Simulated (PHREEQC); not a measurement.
Consider water at 5 °C with 0.32 mol H2SO4 and 0.00031 mol Li2SO4 per kg of water. Closed to the air; pH follows from the charge balance.

All values are PHREEQC results (ion-association model, phreeqc.dat), not measurements.

```
quantity                  before     after
------------------------  ------  --------
pH                          0.55      2.28
ionic strength (mol/kgw)   0.414   0.00827
HSO4- (mol/kgw)            0.273  0.000668
SO4-2 (mol/kgw)           0.0471   0.00253
```

### Question
What was changed between the two runs?
(A) diluted 100-fold with water
(B) diluted 2-fold with water
(C) Li2SO4 left out
(D) Li2SO4 replaced by (NH4)2SO4 at the same molality
(E) 0.091 mol/kgw NH3 added

### Answer
A, diluted 100-fold with water

This is a speciation only: nothing precipitates in the calculation. Away from 25 °C the constants follow the database's enthalpies or fits; those with neither stay at their 25 °C values.
